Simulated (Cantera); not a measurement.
What does this Cantera script print?

```python
import numpy as np
import cantera as ct

gas_names = [...]  # 116 gases of nasa_gas.yaml made of C, H, Mg, O
cond_names = """
    C(gr) C6H6(L) C7H8(L) C8H18(L),n-octa H2O(s) H2O(L) Mg(cr) Mg(L) MgCO3(s) MgO(s) MgO(L) MgO2H2(s)
""".split()


# ... load() reads the species with a 1 bar reference pressure and builds the phases ...
atoms = {
    'MgO': {'Mg': 1, 'O': 1},
    'C': {'C': 1},
    'CO': {'C': 1, 'O': 1},
    'CH4': {'C': 1, 'H': 4},
}
top_T = {'C(gr)': 4500}  # K; cautious upper limits of use, not melting points


# ... equilibrate(T, P, feed) seeds the gas with the atoms and calls Mixture.equilibrate('TP', solver="vcs", rtol=1e-11, max_steps=5000) ...
results = []
feed = {'MgO': 1, 'C': 7.2, 'CO': 0.098, 'CH4': 4.5}  # mol
P = 2000  # Pa
for T in [1923, 1998, 2073, 2148, 2223, 2298, 2373, 2448, 2523]:
    mix = equilibrate(T, P, feed)
    results.append((T, P, feed, dict(zip(mix.species_names, mix.species_moles))))

top = {s: max(r[3][s] / sum(r[3][g] for g in gas_names) for r in results) for s in gas_names}
cols = sorted((s for s in top if top[s] > 0.0001), key=lambda s: -top[s])[:7]
seen = [c for c in cond_names if any(r[3].get(c, 0) > 1e-12 for r in results)]
print("log10 of partial pressures in bar; condensed amounts in mol")
print(f"{'T/K':>10s}" + "".join(f"{s[:9]:>10s}" for s in cols + seen))
for T, P, feed, n in results:
    ng = sum(n[g] for g in gas_names)
    print(f"{T:10.4g}" + "".join(f"{np.log10(max(n[s] / ng * P / 1e5, 1e-99)):10.3f}" for s in cols)
          + "".join(f"{n.get(c, 0):10.4g}" for c in seen))
```

Output:

```
log10 of partial pressures in bar; condensed amounts in mol
       T/K        H2         H        CO        Mg C2H2,acet       MgH       C2H     C(gr)
      1923    -1.793    -3.922    -2.705    -2.746    -5.139    -5.473    -9.114     10.69
      1998    -1.795    -3.692    -2.706    -2.747    -4.916    -5.454    -8.543     10.69
      2073    -1.799    -3.479    -2.707    -2.749    -4.710    -5.438    -8.015     10.68
      2148    -1.804    -3.282    -2.709    -2.751    -4.522    -5.425    -7.525     10.67
      2223    -1.811    -3.099    -2.712    -2.754    -4.348    -5.415    -7.069     10.65
      2298    -1.821    -2.929    -2.717    -2.758    -4.190    -5.408    -6.646     10.63
      2373    -1.836    -2.773    -2.722    -2.764    -4.047    -5.406    -6.251     10.59
      2448    -1.855    -2.628    -2.730    -2.772    -3.918    -5.410    -5.884     10.55
      2523    -1.880    -2.496    -2.740    -2.781    -3.805    -5.419    -5.543      10.5
```

Equilibrium computed with Cantera from the NASA thermochemical tables; the gas is ideal and each condensed phase is pure. The tables' values for MgH are old estimates; treat these amounts as uncertain.
